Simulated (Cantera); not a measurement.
Cantera run, input and output.

```python
import numpy as np
import cantera as ct

gas = ct.Solution("h2o2.yaml")
gas.TP = 300, 48000
flame = ct.CounterflowDiffusionFlame(gas, width=0.02)
flame.fuel_inlet.X, flame.fuel_inlet.T = {'H2': 1, 'N2': 0.45}, 550
flame.oxidizer_inlet.X, flame.oxidizer_inlet.T = {'O2': 0.18, 'N2': 0.82}, 425
flame.set_refine_criteria(ratio=3, slope=0.12, curve=0.24, prune=0.03)
show = ['OH', 'H', 'H2O', 'HO2']

rows = []
print(f"{'mdot':>8s}{'a_max':>10s}{'a_mean':>10s}{'Tmax/K':>9s}" + "".join(f"{s:>11s}" for s in show) + "   (peak mole fractions)")
for i, mdot in enumerate([0.29, 0.43, 0.64, 0.96, 1.4, 2.1, 3.2]):  # kg/m2/s on the oxidiser side
    flame.oxidizer_inlet.mdot, flame.fuel_inlet.mdot = mdot, 0.5 * mdot
    flame.solve(loglevel=0, auto=(i == 0))
    if flame.T.max() < max(550, 425) + 100:
        print(f"{mdot:8.3g}  no burning solution found from the previous one")
        break
    dT = np.abs(np.gradient(flame.T, flame.grid))
    rows.append([flame.strain_rate("max"), flame.strain_rate("mean"), flame.T.max(),
                 *(flame.X[gas.species_index(s)].max() for s in show), max(dT[0], dT[-1]) / dT.max()])
    print(f"{mdot:8.3g}{rows[-1][0]:10.1f}{rows[-1][1]:10.1f}{rows[-1][2]:9.1f}" + "".join(f"{x:11.3e}" for x in rows[-1][3:-1]))
```

It prints:

```
    mdot     a_max    a_mean   Tmax/K         OH          H        H2O        HO2   (peak mole fractions)
    0.29     429.3     105.6   1960.3  1.239e-02  2.109e-02  2.334e-01  6.295e-05
    0.43     598.6     156.6   1908.0  1.220e-02  2.397e-02  2.305e-01  7.461e-05
    0.64     818.8     233.2   1850.0  1.175e-02  2.701e-02  2.280e-01  8.636e-05
    0.96    1124.9     349.7   1786.3  1.114e-02  3.034e-02  2.252e-01  9.877e-05
     1.4    1527.2     510.0   1726.3  1.045e-02  3.349e-02  2.221e-01  1.113e-04
     2.1    2228.0     765.0   1658.2  9.541e-03  3.679e-02  2.184e-01  1.260e-04
     3.2    3304.0    1165.8   1589.7  8.596e-03  4.016e-02  2.133e-01  1.437e-04
```

Detailed kinetics in Cantera: the H2/O2 subset of GRI-Mech 3.0, which has no nitrogen chemistry. The maximum strain rate includes the flame's own expansion and is several times the mean.
